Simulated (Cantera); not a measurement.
An adiabatic, constant-volume homogeneous reactor starts with 38.7 % H₂, 12.9 % O₂, 48.4 % N₂, at 1750 K and 11.0 bar.

Cantera simulation using GRI-Mech 3.0 (53 species, 325 reactions); the numbers are that mechanism's predictions, not measurements. The hydrogen kinetics of GRI-Mech 3.0 are dated; newer H2 mechanisms differ, most at raised pressure. Above 3000 K some thermodynamic fits are extrapolated.

### Question
Predict: time of steepest temperature rise; temperature at 1.00 s; equilibrium temperature; x(H₂) at 1.00 s; x(O₂) at 1.00 s; x(H₂O₂) at 1.00 s; x(O) at 1.00 s; x(HO₂) at 1.00 s; x(NO) at 1.00 s.

### Answer
```json
{
 "time_of_steepest_temperature_rise": "0.619 µs",
 "temperature at 1.00 s": "3326 K",
 "equilibrium_temperature": "3326 K",
 "x(H₂) at 1.00 s": "0.150 (gas-phase equilibrium 0.150)",
 "x(O₂) at 1.00 s": "0.00211 (gas-phase equilibrium 0.00211)",
 "x(H₂O₂) at 1.00 s": "1.34e-6 (gas-phase equilibrium 1.34e-6)",
 "x(O) at 1.00 s": "0.00330 (gas-phase equilibrium 0.00330)",
 "x(HO₂) at 1.00 s": "7.54e-6 (gas-phase equilibrium 7.54e-6)",
 "x(NO) at 1.00 s": "0.00564 (gas-phase equilibrium 0.00564)"
}
```
